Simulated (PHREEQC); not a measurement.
0.79 g of hydrous ferric oxide (600 m²/g; 0.2 weak and 0.005 strong sites per Fe, Dzombak-Morel constants, diffuse double layer) in 1 kg of water with 0.005 mol/kgw of an inert sodium salt and 0.0016 mol/kgw CuCl2, at 25 °C; the pH is set by adding NaOH or the inert anion's acid. Oxygen is held at 0.21 atm. The system is closed to CO2. No solid was allowed to form.

All values are PHREEQC results (ion-association model, wateq4f.dat), not measurements.

```json
[
 {"pH": "4", "Cu sorbed (%)": "3.3", "surface charge σ (C/m²)": "0.219", "surface potential ψ (mV)": "185"},
 {"pH": "4.38", "Cu sorbed (%)": "8.1", "surface charge σ (C/m²)": "0.179", "surface potential ψ (mV)": "176"},
 {"pH": "4.75", "Cu sorbed (%)": "19.5", "surface charge σ (C/m²)": "0.151", "surface potential ψ (mV)": "169"},
 {"pH": "5.5", "Cu sorbed (%)": "50.6", "surface charge σ (C/m²)": "0.141", "surface potential ψ (mV)": "167"},
 {"pH": "5.88", "Cu sorbed (%)": "61.3", "surface charge σ (C/m²)": "0.140", "surface potential ψ (mV)": "168"},
 {"pH": "6.25", "Cu sorbed (%)": "67.8", "surface charge σ (C/m²)": "0.136", "surface potential ψ (mV)": "166"},
 {"pH": "6.62", "Cu sorbed (%)": "70.5", "surface charge σ (C/m²)": "0.127", "surface potential ψ (mV)": "163"},
 {"pH": "7.38", "Cu sorbed (%)": "67.2", "surface charge σ (C/m²)": "0.085", "surface potential ψ (mV)": "143"},
 {"pH": "7.75", "Cu sorbed (%)": "64.0", "surface charge σ (C/m²)": "0.062", "surface potential ψ (mV)": "127"},
 {"pH": "8.12", "Cu sorbed (%)": "61.2", "surface charge σ (C/m²)": "0.043", "surface potential ψ (mV)": "109"},
 {"pH": "8.5", "Cu sorbed (%)": "59.0", "surface charge σ (C/m²)": "0.028", "surface potential ψ (mV)": "88"},
 {"pH": "9.25", "Cu sorbed (%)": "56.4", "surface charge σ (C/m²)": "0.011", "surface potential ψ (mV)": "46"},
 {"pH": "9.62", "Cu sorbed (%)": "55.6", "surface charge σ (C/m²)": "0.005", "surface potential ψ (mV)": "25"},
 {"pH": "10", "Cu sorbed (%)": "54.8", "surface charge σ (C/m²)": "0.001", "surface potential ψ (mV)": "3"}
]
```

Along this series the solution becomes supersaturated in solids that the run did not let form, among them Cu(OH)2, Atacamite. The database's constant for dissolved Cu(OH)2 is higher than later reviews accept.
